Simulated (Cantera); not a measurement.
N2O furnace oxynitridation

An isothermal, constant-pressure homogeneous reactor starts with N₂O : H₂ : N₂ = 1 : 0.0055 : 4.4 (molar parts), at 1300 K and 0.133 bar.

Cantera simulation using GRI-Mech 3.0 (53 species, 325 reactions); the numbers are that mechanism's predictions, not measurements. GRI-Mech 3.0 was tuned for natural gas; its chemistry of N2O as a main component is partial and can be far from experiment. The mechanism lacks the step 2 NO + O2 → 2 NO2, which can matter for NO2 below about 1400 K. The temperature is held fixed by assumption; the heat of reaction is taken as removed at once.

```tsv
t (s)	x N₂O	x H₂	x H	x NO₂	x OH	x H₂O	x HO₂
0.000200	0.185	0.00102	1.39e-7	3.08e-12	1.10e-6	2.84e-7	1.02e-8
0.000843	0.185	0.00100	5.90e-7	1.77e-9	8.13e-6	1.09e-5	3.57e-7
0.00356	0.184	0.000825	1.34e-6	3.25e-7	2.44e-5	0.000177	2.40e-6
0.0150	0.183	0.000279	4.21e-7	5.20e-6	2.12e-5	0.000725	2.00e-6
0.0632	0.178	1.85e-5	3.01e-8	2.15e-5	1.02e-5	0.000991	5.35e-7
0.267	0.161	2.98e-8	1.55e-8	2.76e-5	9.24e-6	0.00100	1.33e-7
1.12	0.105	2.51e-8	1.82e-8	2.94e-5	9.44e-6	0.000976	3.09e-8
4.74	0.0207	2.52e-8	1.65e-8	2.82e-5	8.06e-6	0.000937	5.64e-9
20.0	0.000232	1.69e-9	2.62e-10	3.97e-5	1.92e-6	0.000931	1.15e-9
```
x: mole fraction; the columns are a selection and need not sum to one.

Equilibrium at this temperature and pressure: N₂O 7.08e-9, H₂ 7.68e-10, H 8.45e-11, NO₂ 6.78e-7, OH 1.34e-6, H₂O 0.000931, HO₂ 1.10e-9 (gas phase only).
